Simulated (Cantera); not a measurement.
Silicon oxide and oxynitride deposition: SiF4 + O3 + H2

Charge: 1 mol SiF4, 0.16 mol O3, 0.13 mol H2, equilibrated at 0.710 bar.

Method: chemical equilibrium by Gibbs-energy minimisation in Cantera with the NASA 1993 tables (ideal gas, pure condensed phases). Candidate condensed phases: H2O, Si, SiO2; 38 gas species. The tables' values for SiF3 are old estimates; treat these amounts as uncertain. The tables hold silica as quartz up to 1696 K and as liquid above; real silica turns to tridymite and cristobalite and melts near 1996 K. Rates play no part.

```csv
T (K),x SiF4,x HF,x O2,x H2O,x SiF3,x OH,x O,n SiO2(α-quartz),n SiO2(β-quartz),n SiO2(condensed),n SiO2(l)
800,0.733,0.0755,0.132,0.0600,<1e-12,6.55e-10,<1e-12,0.0251,0,0,0
900,0.721,0.103,0.131,0.0458,<1e-12,8.59e-9,2.31e-12,0,0.0343,0,0
1000,0.711,0.126,0.130,0.0337,<1e-12,6.45e-8,6.72e-11,0,0.0423,0,0
1100,0.703,0.143,0.129,0.0244,1.28e-11,3.24e-7,1.06e-9,0,0.0485,0,0
1200,0.697,0.156,0.129,0.0177,3.08e-10,1.21e-6,1.07e-8,0,0.0530,0,0
1300,0.693,0.165,0.129,0.0130,4.51e-9,3.65e-6,7.53e-8,0,0.0561,0,0
1400,0.691,0.171,0.128,0.00980,4.49e-8,9.28e-6,4.02e-7,0,0.0583,0,0
1500,0.689,0.175,0.128,0.00753,3.27e-7,2.07e-5,1.72e-6,0,0.0599,0,0
1600,0.687,0.178,0.128,0.00593,1.86e-6,4.15e-5,6.16e-6,0,0.0609,0,0
1700,0.686,0.181,0.128,0.00476,8.57e-6,7.63e-5,1.90e-5,0,0,0.0617,0
1800,0.686,0.182,0.128,0.00384,3.30e-5,0.000130,5.17e-5,0,0,0.0623,0
1900,0.685,0.184,0.128,0.00315,0.000110,0.000209,0.000127,0,0,0.0627,0
2000,0.684,0.184,0.128,0.00263,0.000323,0.000319,0.000284,0,0,0,0.0630
```
x: gas mole fraction; n: condensed amount in mol.

At 800 K the condensed part is SiO2(α-quartz). From 900 K to 1600 K the condensed part is SiO2(β-quartz). From 1700 K to 1900 K the condensed part is SiO2(condensed). At 2000 K the condensed part is SiO2(l). The main Si-bearing gas is SiF4 throughout.
